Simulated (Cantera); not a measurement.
Feed: 1 mol Al(CH₃)₃, 6.7 mol H₂O, 1.2 mol N₂, at 55.0 Pa.

Cantera equilibrium calculation (NASA polynomials, part measured and part estimated; ideal gas, pure solids and liquids). Candidate condensed phases: Al, AlN, Al₂O₃, C, C₆H₆, C₇H₈, C₈H₁₈, H₂O; 148 gas species. The feed counts by its element totals alone. The numbers say what is thermodynamically allowed, not how fast it happens.

At 1725 K, list the 6 most abundant gas species with their mole fractions, and the condensed phases.

H₂ 0.591, CO 0.183, H₂O 0.131, N₂ 0.0777, CO₂ 0.0115, H 0.00609. Condensed: Al₂O₃(s).
